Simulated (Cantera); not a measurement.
Fluorocarbon and chlorocarbon gases: CF₄ + Si + H₂

Feed: 1 mol CF₄, 0.015 mol Si, 0.079 mol H₂, at 802 °C and 0.870 bar.

Cantera equilibrium calculation (NASA polynomials, part measured and part estimated; ideal gas, pure solids and liquids). Candidate condensed phases: C, C₆H₆, C₇H₈, C₈H₁₈, Si, SiC; 113 gas species. Gases not in the tables: C₂F₆ and larger saturated fluorocarbons. Kinetics and transport are ignored.

```yaml
x(CF₄): 0.845
x(HF): 0.141
x(SiF₄): 0.0134
x(CHF₃): 1.37e-6
n(C(graphite)): 0.0545 mol
gas_amount: 1.119 mol
log10 activity of Si(s) (absent): -35.37
```
